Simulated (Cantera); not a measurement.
A closed system holds: 1 mol Ta, 9.6 mol CO₂, 2.6 mol H₂, held at 233 Torr.

Method: chemical equilibrium by Gibbs-energy minimisation in Cantera with the NASA 1993 tables (ideal gas, pure condensed phases). Candidate condensed phases: C, C₆H₆, C₇H₈, C₈H₁₈, H₂O, Ta, TaC, Ta₂O₅; 113 gas species. Rates play no part. All values below are at 2573 K.

Base state: CO 0.400, CO₂ 0.368, H₂O 0.168, H₂ 0.0285, OH 0.0138, H 0.0104, O₂ 0.00785, O 0.00327 (mole fractions); condensed: Ta₂O₅(l).

Problem. What changes in the equilibrium state with this change: H₂ from 2.6 to 38 mol?

Solution. 
| species | before | after |
|---|---|---|
| H₂ | 0.0285 | 0.615 |
| CO | 0.400 | 0.190 |
| H₂O | 0.168 | 0.136 |
| CO₂ | 0.368 | 0.00658 |
| OH | 0.0138 | 0.00241 |
| H | 0.0104 | 0.0484 |
| TaO₂ | 0.000152 | 0.000784 |
| O₂ | 0.00785 | 1.12e-5 |
| O | 0.00327 | 0.000123 |
| Ta₂O₅(l), mol | 0.499 | 0.481 |
